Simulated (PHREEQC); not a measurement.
Solution (25 °C): 0.0011 mol/kgw KOH, 0.018 mol/kgw Al(NO3)3 and 0.01 mol/kgw CO2. Closed to the air; pH follows from the charge balance.

Model: ion-association model, phreeqc.dat, run in PHREEQC.

| quantity | before | after |
|---|---|---|
| pH | 4.12 | 4.65 |
| Al+3 (mol/kgw) | 0.0169 | 0.0171 |
| AlOH+2 (mol/kgw) | 0.00101 | 0.000909 |
| HCO3- (mol/kgw) | 7.61e-5 | 0.000174 |
| Al(OH)2+ (mol/kgw) | 5.07e-5 | 2.19e-5 |
| (CO2)2 (mol/kgw) | 1.85e-6 | 8.65e-7 |
| SI of Al(OH)3(a) (Al(OH)3) | -0.97 | -0.75 |

Problem. Which change was made?
(A) temperature from 25 to 55 °C
(B) Al(NO3)3 from 0.018 to 0.0198 mol/kgw
(C) CO2 from 0.01 to 0.009 mol/kgw
(D) temperature from 25 to 5 °C
(E) diluted 5-fold with water

Solution. D, temperature from 25 to 5 °C

No solid was allowed to form. Some of these states are supersaturated (in Gibbsite (slow to form), for instance). At this temperature some constants are extrapolated from 25 °C, and those without enthalpy data are left unchanged.
